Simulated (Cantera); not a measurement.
A Cantera script and its output.

```python
import numpy as np
import cantera as ct

gas = ct.Solution("gri30.yaml")
gas.TPX = 725, 100000, {'CH4': 1, 'O2': 2.56, 'N2': 9.64}
inlet = ct.Reservoir(gas, clone=True)
gas.equilibrate("HP")  # start burning
reactor = ct.IdealGasConstPressureReactor(gas, energy="on", clone=False)
exhaust = ct.Reservoir(gas, clone=True)
tau = [0.054, 0.031, 0.018, 0.01, 0.0058, 0.0033, 0.0019, 0.0011, 0.00061, 0.00035, 0.0002, 0.00011, 6.5e-05][0]
for a, b in ((inlet, reactor), (reactor, exhaust)):
    ct.MassFlowController(a, b, mdot=lambda t: reactor.mass / tau)
net = ct.ReactorNet([reactor])
show = ['CH4', 'O2', 'CH2O', 'OH', 'CO', 'NO']

rows = []
print(f"{'tau/s':>10s}{'T/K':>9s}" + "".join(f"{s:>11s}" for s in show))
for tau in [0.054, 0.031, 0.018, 0.01, 0.0058, 0.0033, 0.0019, 0.0011, 0.00061, 0.00035, 0.0002, 0.00011, 6.5e-05]:
    net.initial_time = 0.0
    net.advance(30 * tau)
    before = gas.X
    net.advance(40 * tau)
    drift = np.max(np.abs(gas.X - before) / (gas.X + 1e-9))
    rows.append([gas.T, *gas[show].X, drift])
    print(f"{tau:10.3e}{gas.T:9.1f}" + "".join(f"{x:11.3e}" for x in gas[show].X))
```

Output:

```
     tau/s      T/K        CH4         O2       CH2O         OH         CO         NO
 5.400e-02   2245.9  3.526e-06  4.217e-02  6.169e-07  5.340e-03  3.611e-03  1.675e-03
 3.100e-02   2241.5  5.759e-06  4.258e-02  1.013e-06  5.588e-03  3.990e-03  1.159e-03
 1.800e-02   2233.8  9.087e-06  4.300e-02  1.606e-06  5.938e-03  4.572e-03  8.009e-04
 1.000e-02   2220.3  1.444e-05  4.354e-02  2.557e-06  6.463e-03  5.523e-03  5.393e-04
 5.800e-03   2201.9  2.165e-05  4.417e-02  3.819e-06  7.082e-03  6.766e-03  3.753e-04
 3.300e-03   2176.3  3.251e-05  4.502e-02  5.661e-06  7.813e-03  8.434e-03  2.570e-04
 1.900e-03   2144.7  4.844e-05  4.604e-02  8.241e-06  8.545e-03  1.041e-02  1.762e-04
 1.100e-03   2107.5  7.274e-05  4.725e-02  1.197e-05  9.206e-03  1.263e-02  1.213e-04
 6.100e-04   2061.6  1.155e-04  4.881e-02  1.813e-05  9.762e-03  1.530e-02  8.199e-05
 3.500e-04   2013.9  1.844e-04  5.060e-02  2.744e-05  1.006e-02  1.810e-02  5.751e-05
 2.000e-04   1962.3  3.086e-04  5.291e-02  4.316e-05  1.007e-02  2.140e-02  4.034e-05
 1.100e-04   1903.2  5.740e-04  5.644e-02  7.437e-05  9.631e-03  2.596e-02  2.688e-05
 6.500e-05   1844.6  1.106e-03  6.153e-02  1.314e-04  8.639e-03  3.172e-02  1.751e-05
```

Cantera simulation using GRI-Mech 3.0 (53 species, 325 reactions); the numbers are that mechanism's predictions, not measurements.
